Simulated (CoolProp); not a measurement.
Vapour-liquid equilibrium of propane (1) + R134a (2) at 39.95 °C; x and y are mole fractions of (1).

Model: multi-fluid Helmholtz-energy mixture model, Lemmon 2009 and Tillner-Roth 1994; pair parameters Bell 2016, in CoolProp.

```tsv
x	bubble pressure (kPa)	y at the bubble point	dew pressure at overall composition x (kPa)	liquid density (mol/L)
0.05	1172	0.146	1065	11.09
0.2	1478	0.369	1239	10.68
0.35	1628	0.477	1450	10.35
0.5	1696	0.555	1653	10.14
0.65	1708	0.631	1702	10.10
0.8	1652	0.730	1586	10.23
0.95	1474	0.903	1422	10.50
```

y crosses x between x = 0.5 and 0.65: the model has an azeotrope there.

The pair parameters rest on a limited set of measurements; away from them the model extrapolates.
